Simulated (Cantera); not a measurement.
Feed: 1 mol Ti(OiPr)₄, 0.53 mol C₃H₈, held at 1750 K and 10.0 mbar.

Equilibrium computed with Cantera from the NASA thermochemical tables; the gas is ideal and each condensed phase is pure. Candidate condensed phases: C, C₆H₆, C₇H₈, C₈H₁₈, H₂O, Ti, TiC, TiO, TiO₂, Ti₂O₃, Ti₃O₅, Ti₄O₇; 113 gas species. The feed counts by its element totals alone. TiC: taken at fixed stoichiometry. Rates play no part.

Base state: H₂ 0.799, CO 0.199, H 0.00208, C₂H₂ (acetylene) 9.18e-5 (mole fractions); condensed: C(graphite) + TiC(s).

What changes in the equilibrium state with this change: pressure from 10.0 mbar to 0.190 bar?


```tsv
species	before	after
H₂	0.799	0.801
CO	0.199	0.199
H	0.00208	0.000477
CH₄	5.83e-6	0.000111
H₂O	5.84e-7	1.11e-5
C₂H₂ (acetylene)	9.18e-5	9.20e-5
C(graphite), mol	8.59	8.58
TiC(s), mol	1.00	1.00
```

What changes in the equilibrium state with this change: pressure from 10.0 mbar to 88.0 Pa?


```
species            before    after
----------------  -------  -------
H₂                  0.799    0.795
CO                  0.199    0.198
H                 0.00208  0.00699
C₂H₂ (acetylene)  9.18e-5  9.13e-5
C(graphite), mol     8.59     8.59
TiC(s), mol          1.00     1.00
```
